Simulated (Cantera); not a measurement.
Charge: 1 mol SiCl4, 370 mol H2, at 2198.15 K.

Method: chemical equilibrium by Gibbs-energy minimisation in Cantera with the NASA 1993 tables (ideal gas, pure condensed phases). Candidate condensed phases: Si; 19 gas species. Gases not in the tables: Si2H6 and higher silanes. The numbers say what is thermodynamically allowed, not how fast it happens.

What share of the Si ends up in condensed phases as a function of P (Pa), at 100, 400, 1600, 6300, 25000, 100000?


| P (Pa) | Si condensed (%) | as |
|---|---|---|
| 100 | 0.0 | - |
| 400 | 0.0 | - |
| 1600 | 0.0 | - |
| 6300 | 0.0 | - |
| 25000 | 9.7 | Si(l) |
| 100000 | 59.6 | Si(l) |
